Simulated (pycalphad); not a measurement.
CALPHAD calculation (pycalphad, COST 507 light-alloy database (1999)), 1 atm. The data set is of 1999 and partly superseded. Phase fractions are per mole of atoms. Kinetics are ignored, which matters at the lower temperatures.

Task: Give the equilibrium state of Si-78.8Ti (at.%) at 725 K.

Result: SITI3, fraction 0.846, with 75.0 Ti at.%; hcp, fraction 0.154, with 99.65 Ti at.%.

Task: Give the equilibrium state of Si-78.8Ti (at.%) at 1400 K.

Result: 
```
T = 1400.00 K, P = 101325 Pa, N = 1 mol of atoms
G = -110295 J/mol, H = -8617 J/mol, S = 72.63 J/(mol K)  (SER reference)
chemical potentials (J/mol): Si -243505, Ti -74457
phase             fraction      x(Si)      x(Ti)
SITI3               0.8253     0.2500     0.7500
BCC_A2              0.1747     0.0324     0.9676
```

Database names, with the compositions (at.%) that they take in these runs: SITI3: Ti 75 Si 25. BCC_A2 is bcc.
